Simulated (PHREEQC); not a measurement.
A solution holds 0.00052 mol/kgw Na2SO4 and 0.025 mol/kgw MnSO4, at 26 °C. Closed to the air; pH follows from the charge balance.

All values are PHREEQC results (ion-association model, phreeqc.dat), not measurements.

```yaml
pH: 6.45
ionic_strength: 0.0655 mol/kgw
specific_conductance: 3270 µS/cm
density: 1.000 g/cm³
```

```tsv
species	molality	activity	log γ
SO4-2	0.0165	0.00702	-0.371
Mn+2	0.0160	0.00719	-0.348
MnSO4	0.00900	0.00914	0.007
Na+	0.00101	0.000813	-0.092
NaSO4-	3.54e-5	2.88e-5	-0.090
MnOH+	6.94e-7	5.61e-7	-0.092
H+	4.23e-7	3.57e-7	-0.074
HSO4-	3.09e-7	2.49e-7	-0.094
OH-	3.86e-8	3.06e-8	-0.101
```

Precipitation was switched off in this run.
